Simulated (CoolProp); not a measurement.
Toluene at several states: fugacity coefficient from the reference equation and from simpler models built on Tc = 318.6 °C, pc = 41.26 bar, ω = 0.266; each cubic takes its own stable root.

Model: reference Helmholtz-energy equation of state, Lemmon 2006, in CoolProp. It is a short technical equation, of lower accuracy than the large ones.

| T (°C) | p (bar) | phase | reference | van der Waals | Soave-Redlich-Kwong | Peng-Robinson |
|---|---|---|---|---|---|---|
| 254.15 | 61.9 | liquid | 0.2576 | 0.3824 | … | … |
| 132.25 | 19.5 | liquid | 0.09300 | 0.3560 | 0.09438 | 0.09334 |
| -39.35 | 1.73 | liquid | … | 0.1115 | … | 0.0003142 |
| 254.85 | 127 | liquid | 0.1570 | 0.2609 | 0.1719 | 0.1597 |
| 159.05 | 1.65 | gas | 0.9582 | … | 0.9640 | 0.9621 |
| 245.85 | 33.7 | liquid | 0.3907 | 0.5720 | 0.4096 | 0.3961 |

Some entries are withheld; supply them.


- 254.15, Soave-Redlich-Kwong: 0.2743
- 254.15, Peng-Robinson: 0.2619
- -39.35, reference: 0.0002605
- -39.35, Soave-Redlich-Kwong: 0.0002582
- 159.05, van der Waals: 0.9752
